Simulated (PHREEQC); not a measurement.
# Brine: speciation

Make-up at 55 °C and 50 atm: 0.0065 mol/kgw KOH and 0.2 mol/kgw NaCl. Closed to the air; pH follows from the charge balance.

The numbers come from PHREEQC with the ion-association model, phreeqc.dat.

This is a speciation only: nothing precipitates in the calculation.

### Question
Estimate the pH.

### Answer
pH 10.78.

Under pressure, the constants of complexes without a molar volume in the database are unreliable. Away from 25 °C the constants follow the database's enthalpies or fits; those with neither stay at their 25 °C values.
